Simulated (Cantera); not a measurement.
Cantera with NASA thermochemical tables; ideal gases at 1 bar, condensed phases pure. Values are per mole of reaction as written; species without (g) are pure solids or liquids, kept so even where they would boil at 1 bar.

Task: Between 300 and 2673 K, where is each reaction favourable under standard conditions?
- 2 SiO(g) + N(g) = 2 Si + NO₂(g)

Result: 
- 2 SiO(g) + N(g) = 2 Si + NO₂(g): ΔG° is -148 kJ at 300 K and 472 kJ at 2673 K; it changes sign between 300 and 1323 K. ΔH° is -103 kJ and ΔS° -215 J/K at 2673 K.
